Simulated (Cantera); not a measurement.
Feed: 1 mol Si, 0.015 mol H2O, 160 mol H2, at 4.30 Pa.

Equilibrium computed with Cantera from the NASA thermochemical tables; the gas is ideal and each condensed phase is pure. Candidate condensed phases: H2O, Si, SiO2; 18 gas species. Rates play no part. All values below are at 975 °C.

Base state: H2 1.000, SiO 9.37e-5, H 7.12e-5 (mole fractions); condensed: Si(s).

Question: What changes in the equilibrium state with this change: Si replaced by Si3N4?

Answer: 
| species | before | after |
|---|---|---|
| H2 | 1.000 | 0.997 |
| N2 | 0 | 0.00277 |
| H | 7.12e-5 | 7.11e-5 |
| SiO | 9.37e-5 | 1.24e-5 |
| Si(s), mol | 0.985 | 0.659 |
| Si2N2O(s), mol | 0 | 0.0130 |
| Si3N4(s), mol | 0 | 0.771 |
Mutual solubility and eutectic melting of coexisting phases are not modelled. Further candidate phases: Si2N2O, Si3N4.
